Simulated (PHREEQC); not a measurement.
Dissolve 1.9 mol KOH, 0.081 mol Na2B4O7 and 3 mol NaCl per kg of water at 25 °C. Closed to the air; pH follows from the charge balance.

Computed with PHREEQC (Pitzer model, pitzer.dat).

| quantity | before | after |
|---|---|---|
| pH | 14.26 | 12.69 |
| ionic strength (mol/kgw) | 5.06 | 10.6 |
| SI of Sylvite (KCl) | -0.50 | +0.00 |
| SI of Halite (NaCl) | -0.93 | -1.33 |

### Question
Which change was made?
A) 2.5 mol/kgw Na2CO3 added
B) Na2B4O7 left out
C) diluted 2-fold with water
D) NaCl replaced by CaCl2 at the same molality
E) diluted 100-fold with water

### Answer
D, NaCl replaced by CaCl2 at the same molality

Precipitation was switched off in this run. Some of these states are supersaturated (in Portlandite, for instance). In brines, pH and single-ion activities rest on the MacInnes convention.
